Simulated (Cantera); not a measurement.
Equilibrium for iron carbonyl, mercury and lead vapours: PbO + H₂

A closed system holds: 1 mol PbO, 0.082 mol H₂, held at 5100 Torr.

Equilibrium computed with Cantera from the NASA thermochemical tables; the gas is ideal and each condensed phase is pure. Candidate condensed phases: H₂O, Pb, PbO, PbO₂, Pb₃O₄; 12 gas species. Each liquid is taken as pure. Mutual solubility and eutectic melting of coexisting phases are not modelled. Gases not in the tables: (PbO)n polymers. Equilibrium is a limit: real reactors are often held back by kinetics, nucleation or transport.

From 825 K to 1125 K the condensed part is Pb(l) + PbO(yellow). From 1175 K to 1325 K the condensed part is Pb(l) + PbO(l).

```csv
T (K),x H₂O,x H₂,x Pb,x PbO,x OH,n Pb(l),n PbO(yellow),n PbO(l)
825,1.000,7.13e-5,2.11e-8,3.69e-11,<1e-12,0.0820,0.918,0
875,1.000,8.97e-5,9.91e-8,3.79e-10,1.49e-12,0.0820,0.918,0
925,1.000,0.000111,3.93e-7,3.00e-9,1.12e-11,0.0820,0.918,0
975,1.000,0.000134,1.35e-6,1.91e-8,6.87e-11,0.0820,0.918,0
1025,1.000,0.000161,4.09e-6,1.01e-7,3.52e-10,0.0820,0.918,0
1075,1.000,0.000190,1.12e-5,4.53e-7,1.54e-9,0.0820,0.918,0
1125,1.000,0.000223,2.78e-5,1.77e-6,5.94e-9,0.0820,0.918,0
1175,1.000,0.000268,6.40e-5,5.93e-6,2.00e-8,0.0820,0,0.918
1225,1.000,0.000343,0.000137,1.66e-5,5.87e-8,0.0820,0,0.918
1275,0.999,0.000433,0.000277,4.26e-5,1.58e-7,0.0819,0,0.918
1325,0.999,0.000539,0.000530,0.000101,3.94e-7,0.0819,0,0.918
```
x: gas mole fraction; n: condensed amount in mol.
